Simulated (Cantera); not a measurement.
Input: 1 mol Fe2O3, 1.9 mol CO, 0.1 mol N2, equilibrated at 2475 K and 100 Torr.

Method: chemical equilibrium by Gibbs-energy minimisation in Cantera with the NASA 1993 tables (ideal gas, pure condensed phases). Candidate condensed phases: C, Fe, Fe(CO)5, FeO, Fe2O3, Fe3O4; 27 gas species. The tables' stoichiometric FeO is somewhat more stable than real wüstite, so its field is too wide. FeO: taken at fixed stoichiometry. Equilibrium is a limit: real reactors are often held back by kinetics, nucleation or transport.

Base state: CO2 0.476, CO 0.444, N2 0.0478, Fe 0.0143, O2 0.00898, FeO 0.00469, O 0.00332, NO 0.00112 (mole fractions); condensed: FeO(l).

Q: What changes in the equilibrium state with this change: pressure from 100 Torr to 7.50 Torr?

A: 
```csv
species,before,after
CO,0.444,0.284
CO2,0.476,0.273
Fe,0.0143,0.214
FeO,0.00469,0.0625
O,0.00332,0.0396
O2,0.00898,0.0958
N2,0.0478,0.0279
NO,0.00112,0.00280
"FeO(l), mol",1.96,1.06
```

Q: What changes in the equilibrium state with this change: temperature from 2475 K to 2123.15 K?

A: 
```csv
species,before,after
CO2,0.476,0.500
CO,0.444,0.449
N2,0.0478,0.0499
Fe,0.0143,0.000854
O2,0.00898,0.000113
O,0.00332,4.74e-5
FeO,0.00469,0.000126
NO,0.00112,6.15e-5
"FeO(l), mol",1.96,2.00
```
